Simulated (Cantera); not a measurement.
**Pyrogenic steam for wet oxidation**

A perfectly stirred reactor is fed with 16.5 % H2, 19.4 % O2, 64.1 % N2, at 1.00 bar; it is held at 1198 K, and followed from long to short residence time.

Detailed kinetics in Cantera: the H2/O2 subset of GRI-Mech 3.0, which has no nitrogen chemistry. The temperature is held fixed by assumption; the heat of reaction is taken as removed at once.

```csv
τ (s),x H2,x O2,x H2O,x H2O2,x H,x O
0.45,0.000236,0.122,0.180,6.15e-7,1.31e-6,1.01e-5
0.22,0.000384,0.122,0.179,9.63e-7,2.68e-6,1.73e-5
0.11,0.000606,0.122,0.179,1.47e-6,5.34e-6,2.92e-5
0.051,0.000985,0.122,0.179,2.26e-6,1.15e-5,5.16e-5
0.025,0.00151,0.122,0.178,3.17e-6,2.33e-5,8.64e-5
0.012,0.00230,0.123,0.177,4.20e-6,4.81e-5,0.000144
0.0058,0.00343,0.123,0.176,5.25e-6,9.86e-5,0.000236
0.0028,0.00505,0.124,0.174,6.27e-6,0.000202,0.000381
0.0014,0.00723,0.124,0.171,7.25e-6,0.000396,0.000589
```
x: mole fraction; the columns are a selection and need not sum to one.
